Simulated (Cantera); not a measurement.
A freely propagating, adiabatic, planar premixed flame of CH4 : O2 : N2 = 1 : 2 : 5.6 (molar parts), equivalence ratio 1.0, unburnt at 600 K and 120000 Pa; multicomponent transport, grid criteria slope 0.08 and curve 0.16, no radiation.

Cantera simulation using GRI-Mech 3.0 (53 species, 325 reactions); the numbers are that mechanism's predictions, not measurements. Burning velocities carry a grid error of a few per cent, more on coarse grids.

x: mole fraction of selected species; z is measured from the peak of heat release.

```
z (mm)   T (K)  u (m/s)    x CH4    x O2  x C2H2     x CH3     x CO2   x CH2CO
-------  -----  -------  -------  ------  ------  --------  --------  --------
-0.649     600     1.84    0.116   0.232   <1e-8   3.08e-8   4.44e-8     <1e-8
-0.433     601     1.85    0.116   0.232     [?]   4.63e-7   1.10e-6     <1e-8
-0.325     606     1.87    0.115   0.231     [?]   2.51e-6   8.63e-6   4.70e-8
-0.216     655     2.04    0.112   0.226     [?]   2.58e-5  0.000144   1.05e-6
-0.108    1069     3.39   0.0822   0.190     [?]  0.000864   0.00327   4.10e-5
-0.0541   1525     4.91   0.0449   0.142     [?]   0.00394    0.0102  0.000154
0         1945     6.34   0.0112  0.0851     [?]   0.00391    0.0224  0.000179
0.0541    2128     6.95  0.00105  0.0504     [?]  0.000671    0.0367   4.30e-5
0.108     2176     7.09  5.27e-5  0.0368     [?]   3.96e-5    0.0486   3.50e-6
0.216     2224     7.20  1.40e-7  0.0297   <1e-8   1.17e-7    0.0615   1.54e-8
0.433     2288     7.36    <1e-8  0.0264   <1e-8     <1e-8    0.0688     <1e-8
0.865     2369     7.58    <1e-8  0.0235   <1e-8     <1e-8    0.0729     <1e-8
1.73      2455     7.81    <1e-8  0.0204   <1e-8     <1e-8    0.0771     <1e-8
```

Task: What belongs in the gaps?

Result: 
- -0.433, x C2H2: 1.91e-8
- -0.325, x C2H2: 1.42e-7
- -0.216, x C2H2: 2.15e-6
- -0.108, x C2H2: 4.45e-5
- -0.0541, x C2H2: 0.000150
- 0, x C2H2: 0.000262
- 0.0541, x C2H2: 6.41e-5
- 0.108, x C2H2: 3.23e-6
